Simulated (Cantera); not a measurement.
Input (Python, Cantera):

```python
import numpy as np
import cantera as ct

gas = ct.Solution("gri30.yaml")
gas.TPX = 1525, 101325, {'H2': 1, 'O2': 0.333, 'N2': 1.25}
reactor = ct.IdealGasReactor(gas, energy="on", clone=False)
net = ct.ReactorNet([reactor])
net.rtol, net.atol = 1e-08, 1e-16
show = ['H2', 'O2', 'O', 'NO', 'NO2', 'OH', 'HO2']
times = np.geomspace(1e-06, 0.5, 14)

steps = ct.SolutionArray(gas, extra=["t"])
rows = []
print(f"{'t/s':>10s}{'T/K':>9s}{'P/Pa':>11s}" + "".join(f"{s:>11s}" for s in show))
for t in times:
    while net.time < t:
        t_next = net.step()
        steps.append(gas.state, t=t_next)
    rows.append([np.interp(t, steps.t, y) for y in (steps.T, steps.P, *steps(*show).X.T)])
    print(f"{t:10.3e}{rows[-1][0]:9.1f}{rows[-1][1]:11.4g}" + "".join(f"{x:11.3e}" for x in rows[-1][2:]))
rate = np.gradient(steps.T, steps.t)
print("integrator steps:", len(steps.t))
if steps.T.max() > steps.T[0] + 200:
    print(f"time of steepest temperature rise: {steps.t[rate.argmax()]:.4e} s")
gas.TPX = 1525, 101325, {'H2': 1, 'O2': 0.333, 'N2': 1.25}
gas.equilibrate("UV")
print(f"equilibrium (UV): T = {gas.T:.1f} K  " + "  ".join(f"{s} {gas[s].X[0]:.3e}" for s in show))
```

Result:

```
       t/s      T/K       P/Pa         H2         O2          O         NO        NO2         OH        HO2
 1.000e-06   1525.0  1.013e+05  3.871e-01  1.289e-01  6.052e-08  1.961e-16  3.647e-22  5.348e-08  4.359e-07
 2.744e-06   1525.0  1.013e+05  3.871e-01  1.289e-01  6.315e-07  5.338e-15  6.457e-20  5.544e-07  1.287e-06
 7.529e-06   1526.4  1.014e+05  3.851e-01  1.281e-01  1.266e-04  3.366e-11  4.452e-15  1.127e-04  2.299e-05
 2.066e-05   2273.4  1.452e+05  1.296e-01  1.037e-02  1.555e-02  3.282e-05  1.493e-09  2.679e-02  6.037e-06
 5.669e-05   2912.5  1.781e+05  1.431e-01  4.508e-03  6.827e-03  3.902e-04  3.382e-08  2.834e-02  3.864e-06
 1.556e-04   3015.9   1.83e+05  1.453e-01  3.432e-03  5.211e-03  2.033e-03  2.006e-07  2.631e-02  3.601e-06
 4.269e-04   3010.3  1.827e+05  1.468e-01  3.218e-03  4.950e-03  4.295e-03  4.119e-07  2.554e-02  3.389e-06
 1.171e-03   3008.8  1.826e+05  1.471e-01  3.166e-03  4.887e-03  4.859e-03  4.627e-07  2.534e-02  3.337e-06
 3.214e-03   3008.8  1.826e+05  1.471e-01  3.166e-03  4.887e-03  4.864e-03  4.631e-07  2.534e-02  3.337e-06
 8.819e-03   3008.8  1.826e+05  1.471e-01  3.166e-03  4.887e-03  4.864e-03  4.631e-07  2.534e-02  3.337e-06
 2.420e-02   3008.8  1.826e+05  1.471e-01  3.166e-03  4.887e-03  4.864e-03  4.631e-07  2.534e-02  3.337e-06
 6.641e-02   3008.8  1.826e+05  1.471e-01  3.166e-03  4.887e-03  4.864e-03  4.631e-07  2.534e-02  3.337e-06
 1.822e-01   3008.8  1.826e+05  1.471e-01  3.166e-03  4.887e-03  4.864e-03  4.631e-07  2.534e-02  3.337e-06
 5.000e-01   3008.8  1.826e+05  1.471e-01  3.166e-03  4.887e-03  4.864e-03  4.631e-07  2.534e-02  3.337e-06
integrator steps: 1085
time of steepest temperature rise: 1.2131e-05 s
equilibrium (UV): T = 3008.8 K  H2 1.471e-01  O2 3.166e-03  O 4.887e-03  NO 4.864e-03  NO2 4.631e-07  OH 2.534e-02  HO2 3.337e-06
```

Model: GRI-Mech 3.0 (53 species, 325 reactions), integrated in Cantera. Above 3000 K some thermodynamic fits are extrapolated.
